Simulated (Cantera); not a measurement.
Input: 1 mol BF3, 0.18 mol O2, 120 mol N2, held at 2300 K and 100 Torr.

Method: chemical equilibrium by Gibbs-energy minimisation in Cantera with the NASA 1993 tables (ideal gas, pure condensed phases). Candidate condensed phases: B, BN, B2O3; 31 gas species. The tables' values for BF2 are old estimates; treat these amounts as uncertain. Rates play no part.

Base state: N2 0.988, BF3 0.00680, F 0.00284, BOF 0.00141, NO 0.000681, O2 0.000315, O 0.000242, BF2 1.80e-5 (mole fractions); condensed: gas only.

Task: What changes in the equilibrium state with this change: temperature from 2300 K to 2150 K?

Result: 
| species | before | after |
|---|---|---|
| N2 | 0.988 | 0.989 |
| BF3 | 0.00680 | 0.00753 |
| F | 0.00284 | 0.00142 |
| BF2 | 1.80e-5 | 4.06e-6 |
| O2 | 0.000315 | 0.000696 |
| BOF | 0.00141 | 0.000706 |
